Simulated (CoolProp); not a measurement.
Sulfur hexafluoride along the isobar 199 bar: Z from the reference equation and from simpler models built on Tc = 318.7 K, pc = 37.55 bar, ω = 0.210; each cubic takes its own stable root.

Values from CoolProp's reference Helmholtz-energy equation of state, Guder 2009.

| T (K) | phase | reference | van der Waals | Redlich-Kwong |
|---|---|---|---|---|
| 269.7 | liquid | 0.7443 | 1.040 | 0.7696 |
| 304.3 | liquid | 0.7224 | 0.9719 | 0.7452 |
| 339 | supercritical | 0.7232 | 0.9249 | 0.7407 |
| 373.7 | supercritical | 0.7472 | 0.8950 | 0.7534 |
| 408.3 | supercritical | 0.7914 | 0.8790 | 0.7794 |
| 443 | supercritical | 0.8466 | 0.8745 | 0.8139 |
| 477.7 | supercritical | 0.9009 | 0.8791 | 0.8508 |
| 512.3 | supercritical | 0.9480 | 0.8901 | 0.8856 |
| 547 | supercritical | 0.9866 | 0.9050 | 0.9164 |
| 581.7 | supercritical | 1.017 | 0.9215 | 0.9425 |
